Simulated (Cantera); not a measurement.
# Thermodynamics of iron carbonyl, mercury and lead vapours, feed Fe(CO)5 + H2

A closed system holds: 1 mol Fe(CO)5, 17 mol H2, held at 1300 °C.

These are equilibrium values from Cantera (NASA tables, ideal gas, pure condensed phases), not measurements of a reactor. Candidate condensed phases: C, C6H6, C7H8, C8H18, Fe, Fe(CO)5, FeO, Fe(OH)2, Fe(OH)3, Fe2O3, Fe3O4, H2O; 114 gas species. Equilibrium is a limit: real reactors are often held back by kinetics, nucleation or transport.

| P (Pa) | log p H2 | log p CO | log p Fe | log p CH4 | log p H2O | log p H | n Fe(γ) |
|---|---|---|---|---|---|---|---|
| 10 | -4.12 | -4.65 | -6.18 | -12.04 | -10.67 | -6.45 | 0.854 |
| 36 | -3.56 | -4.09 | -6.18 | -10.75 | -9.73 | -6.17 | 0.960 |
| 130 | -3.00 | -3.53 | -6.18 | -9.46 | -8.78 | -5.89 | 0.989 |
| 460 | -2.45 | -2.98 | -6.18 | -8.22 | -7.83 | -5.61 | 0.997 |
| 1700 | -1.88 | -2.41 | -6.18 | -6.97 | -6.81 | -5.33 | 0.999 |
| 6000 | -1.33 | -1.87 | -6.18 | -5.81 | -5.78 | -5.06 | 1.000 |
| 22000 | -0.77 | -1.30 | -6.18 | -4.66 | -4.67 | -4.77 | 1.000 |
| 77000 | -0.23 | -0.76 | -6.18 | -3.56 | -3.59 | -4.50 | 1.000 |
| 280000 | 0.33 | -0.20 | -6.18 | -2.44 | -2.48 | -4.22 | 1.000 |
| 1000000 | 0.88 | 0.35 | -6.18 | -1.34 | -1.38 | -3.95 | 1.000 |
log p: log10 of the partial pressure in bar; n: condensed amount in mol.

From 10.0 Pa to 1000000 Pa the condensed part is Fe(γ). The main Fe-bearing gas is Fe throughout.
